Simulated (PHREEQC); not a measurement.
Make-up at 80 °C and 100 atm: 0.1 mmol/kgw MgCl2 and 2.3 mmol/kgw CO2. Closed to the air; pH follows from the charge balance.

The numbers come from PHREEQC with the ion-association model, phreeqc.dat.

No solid was allowed to form.

Problem. Estimate the pH.

Solution. pH 4.47.

Problem. In which forms is C present?

Solution. CO2 98 %, HCO3- 1.5 % of the C.

Under pressure, the constants of complexes without a molar volume in the database are unreliable. Away from 25 °C the constants follow the database's enthalpies or fits; those with neither stay at their 25 °C values.
